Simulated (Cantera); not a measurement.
Feed: 1 mol SiH4, 0.4 mol HCl, 140 mol N2, at 133 Pa.

These are equilibrium values from Cantera (NASA tables, ideal gas, pure condensed phases), not measurements of a reactor. Candidate condensed phases: NH4Cl, Si, Si3N4; 28 gas species. N2 is the only nitrogen source here; it is nearly inert below about 1500 K, so the nitride shown seldom forms there in practice. The numbers say what is thermodynamically allowed, not how fast it happens. All values below are at 1027 °C.

Base state: N2 0.983, H2 0.0141, HCl 0.00281 (mole fractions); condensed: Si3N4(s).

**Question.** What changes in the equilibrium state with this change: SiH4 replaced by Si2H6?

**Answer.** 
```csv
species,before,after
N2,0.983,0.976
H2,0.0141,0.0211
HCl,0.00281,0.00280
"Si3N4(s), mol",0.333,0.666
```
The feed counts by its element totals alone.
